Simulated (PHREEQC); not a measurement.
0.012 g of hydrous ferric oxide (600 m²/g; 0.2 weak and 0.005 strong sites per Fe, Dzombak-Morel constants, diffuse double layer) in 1 kg of water with 0.05 mol/kgw of an inert sodium salt and 4.4e-05 mmol/kgw Ag2SO4, at 25 °C; the pH is set by adding NaOH or the inert anion's acid. Oxygen alone is held at its pressure in air (log pO2 = -0.68). CO2 from the air is kept out. Nothing may precipitate in this run.

The series has 17 steps of pH, from 4 to 10.

Computed with PHREEQC (ion-association model, wateq4f.dat).

Question: Near which pH is half of the S sorbed, and on which side is more sorbed?

Answer: Near pH 5.3, with more sorbed at lower pH.

Question: Near which pH is half of the Ag sorbed, and on which side is more sorbed?

Answer: Near pH 8.1, with more sorbed at higher pH.
